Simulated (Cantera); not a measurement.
An adiabatic, constant-volume homogeneous reactor starts with H₂ : O₂ : N₂ = 1 : 0.417 : 1.57 (molar parts), at 1223 K and 100000 Pa. Integrator tolerance rtol = 1e-08.

Model: the H2/O2 subset of GRI-Mech 3.0, which has no nitrogen chemistry, integrated in Cantera.

Problem. What does this change do: pressure from 100000 Pa to 2700000 Pa?

Solution. 
```json
[
 {"quantity": "time of steepest temperature rise", "before": "40.1 µs", "after": "68.0 µs"},
 {"quantity": "temperature at 2.00 s", "before": "2976 K", "after": "3296 K"},
 {"quantity": "equilibrium temperature", "before": "2976 K", "after": "3296 K"},
 {"quantity": "x(H₂) at 2.00 s", "before": "0.0835 (gas-phase equilibrium 0.0835)", "after": "0.0747 (gas-phase equilibrium 0.0747)"},
 {"quantity": "x(O₂) at 2.00 s", "before": "0.00766 (gas-phase equilibrium 0.00766)", "after": "0.00294 (gas-phase equilibrium 0.00294)"},
 {"quantity": "x(O) at 2.00 s", "before": "0.00621 (gas-phase equilibrium 0.00621)", "after": "0.00195 (gas-phase equilibrium 0.00195)"},
 {"quantity": "x(H) at 2.00 s", "before": "0.0289 (gas-phase equilibrium 0.0289)", "after": "0.0124 (gas-phase equilibrium 0.0124)"},
 {"quantity": "x(HO₂) at 2.00 s", "before": "6.63e-6 (gas-phase equilibrium 6.63e-6)", "after": "1.35e-5 (gas-phase equilibrium 1.35e-5)"}
]
```
The hydrogen kinetics of GRI-Mech 3.0 are dated; newer H2 mechanisms differ, most at raised pressure. The pressure lies above the range GRI-Mech 3.0 was tuned for (to about 10 atm). Above 3000 K some thermodynamic fits are extrapolated.

Problem. What does this change do: initial temperature 1223 to 1775 K?

Solution. 
```csv
quantity,before,after
time of steepest temperature rise,40.1 µs,6.05 µs
temperature at 2.00 s,2976 K,3068 K
equilibrium temperature,2976 K,3068 K
x(H₂) at 2.00 s,0.0835 (gas-phase equilibrium 0.0835),0.0928 (gas-phase equilibrium 0.0928)
x(O₂) at 2.00 s,0.00766 (gas-phase equilibrium 0.00766),0.0119 (gas-phase equilibrium 0.0119)
x(O) at 2.00 s,0.00621 (gas-phase equilibrium 0.00621),0.0124 (gas-phase equilibrium 0.0124)
x(H) at 2.00 s,0.0289 (gas-phase equilibrium 0.0289),0.0471 (gas-phase equilibrium 0.0471)
x(HO₂) at 2.00 s,6.63e-6 (gas-phase equilibrium 6.63e-6),9.37e-6 (gas-phase equilibrium 9.37e-6)
```
Above 3000 K some thermodynamic fits are extrapolated.
